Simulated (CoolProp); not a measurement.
Toluene at 293.15 K and 0.209 MPa flows at 3.3 m/s in a round tube of 1 mm bore and 15 µm roughness, fully developed (64/Re and Nu = 3.66 if laminar; Colebrook and Gnielinski if turbulent). Each further row changes one setting.

Computed with CoolProp (reference Helmholtz-energy equation of state, Lemmon 2006). It is a short technical equation, of lower accuracy than the large ones.

```
case              Reynolds number  Darcy friction factor  pressure drop (Pa/m)  heat-transfer coefficient (W/(m² K))  mass flow (kg/h)
----------------  ---------------  ---------------------  --------------------  ------------------------------------  ----------------
as stated                    4870             (withheld)            (withheld)                                  6350              8.09
velocity 6.6 m/s             9740             (withheld)                907000                                 13700              16.2
diameter 2 mm                9740                 0.0406                 95900                                  6160        (withheld)
```

Q: Fill in the missing entries.

A: 
- as stated, Darcy friction factor: 0.0517
- as stated, pressure drop (Pa/m): 244000
- velocity 6.6 m/s, Darcy friction factor: 0.0480
- diameter 2 mm, mass flow (kg/h): 32.4

Viscosity comes from a separate model (Avgeri 2015). Thermal conductivity comes from a separate model (Assael 2012).
